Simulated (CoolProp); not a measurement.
Ethylbenzene along the isotherm 592.5 K: Z from the reference equation and from simpler models built on Tc = 617.1 K, pc = 3.622 MPa, ω = 0.304; each cubic takes its own stable root.

Model: reference Helmholtz-energy equation of state, Zhou 2012, in CoolProp.

```tsv
p (MPa)	phase	reference	van der Waals	Soave-Redlich-Kwong
0.0172	gas	0.9980	0.9984	0.9981
0.0353	gas	0.9960	0.9968	0.9962
0.0725	gas	0.9917	0.9934	0.9921
0.149	gas	0.9829	0.9864	0.9837
0.306	gas	0.9645	[?]	0.9662
0.627	gas	0.9254	[?]	0.9289
1.29	gas	0.8358	0.8688	0.8438
5.43	liquid	0.2155	[?]	[?]
```

Problem. What belongs in the gaps?

Solution. 
- 0.306, van der Waals: 0.9717
- 0.627, van der Waals: 0.9403
- 5.43, van der Waals: 0.3377
- 5.43, Soave-Redlich-Kwong: 0.2597
